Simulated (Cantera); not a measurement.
Mixture: H₂ : O₂ : N₂ = 1 : 0.333 : 1.25 (molar parts), at 32.6 atm, adiabatic and at constant pressure. Ignition delay is the time to a rise of 400 K.

Detailed kinetics in Cantera: the H2/O2 subset of GRI-Mech 3.0, which has no nitrogen chemistry. The hydrogen kinetics of GRI-Mech 3.0 are dated; newer H2 mechanisms differ, most at raised pressure. The pressure lies above the range GRI-Mech 3.0 was tuned for (to about 10 atm).

Question: At T0 = 1275 K, what is the delay, and which 5 reactions control it most (d ln τ / d ln k, from doubling and halving each rate constant)?

Answer: The delay is 27.9 µs.
```tsv
reaction	d ln τ / d ln k	faster rate
H + O2 <=> O + OH	-1.07	shortens it
H + H2O2 <=> H2 + HO2	-0.47	shortens it
H + O2 + M <=> HO2 + M	0.41	lengthens it
2 OH (+M) <=> H2O2 (+M)	-0.39	shortens it
H + O2 + N2 <=> HO2 + N2	0.31	lengthens it
```
